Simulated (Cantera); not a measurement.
A Cantera script and what it prints.

```python
import numpy as np
import cantera as ct

gas_names = [...]  # 77 gases of nasa_gas.yaml made of C, H, Ti
cond_names = """
    C(gr) C6H6(L) C7H8(L) C8H18(L),n-octa Ti(a) Ti(b) Ti(L) TiC(s) TiC(L)
""".split()


# ... load() reads the species with a 1 bar reference pressure and builds the phases ...
atoms = {
    'Ti': {'Ti': 1},
    'C3H8': {'C': 3, 'H': 8},
    'H2': {'H': 2},
}
top_T = {'C(gr)': 4500}  # K; cautious upper limits of use, not melting points


# ... equilibrate(T, P, feed) seeds the gas with the atoms and calls Mixture.equilibrate('TP', solver="vcs", rtol=1e-11, max_steps=5000) ...
results = []
feed = {'Ti': 1, 'C3H8': 2.7, 'H2': 15}  # mol
P = 100000  # Pa
for T in [1075, 1175, 1275, 1375, 1475, 1575, 1675, 1775, 1875, 1975, 2075, 2175]:
    mix = equilibrate(T, P, feed)
    results.append((T, P, feed, dict(zip(mix.species_names, mix.species_moles))))

top = {s: max(r[3][s] / sum(r[3][g] for g in gas_names) for r in results) for s in gas_names}
cols = sorted((s for s in top if top[s] > 0.001), key=lambda s: -top[s])[:6]
seen = [c for c in cond_names if any(r[3].get(c, 0) > 1e-12 for r in results)]
print("log10 of partial pressures in bar; condensed amounts in mol")
print(f"{'T/K':>10s}" + "".join(f"{s[:9]:>10s}" for s in cols + seen))
for T, P, feed, n in results:
    ng = sum(n[g] for g in gas_names)
    print(f"{T:10.4g}" + "".join(f"{np.log10(max(n[s] / ng * P / 1e5, 1e-99)):10.3f}" for s in cols)
          + "".join(f"{n.get(c, 0):10.4g}" for c in seen))
```

It prints:

```
log10 of partial pressures in bar; condensed amounts in mol
       T/K        H2       CH4         H C2H2,acet     C(gr)    TiC(s)
      1075    -0.018    -1.383    -7.843    -8.142     6.073         1
      1175    -0.008    -1.734    -6.916    -7.204     6.633         1
      1275    -0.004    -2.041    -6.134    -6.420     6.867         1
      1375    -0.002    -2.307    -5.466    -5.752     6.973         1
      1475    -0.001    -2.539    -4.888    -5.177     7.025         1
      1575    -0.001    -2.742    -4.382    -4.677     7.052         1
      1675    -0.001    -2.920    -3.935    -4.237     7.066         1
      1775    -0.001    -3.078    -3.539    -3.847     7.071         1
      1875    -0.001    -3.219    -3.184    -3.500     7.068         1
      1975    -0.001    -3.345    -2.864    -3.189     7.054         1
      2075    -0.002    -3.459    -2.575    -2.908     7.026         1
      2175    -0.003    -3.563    -2.313    -2.655     6.977         1
```

These are equilibrium values from Cantera (NASA tables, ideal gas, pure condensed phases), not measurements of a reactor. TiC: taken at fixed stoichiometry.
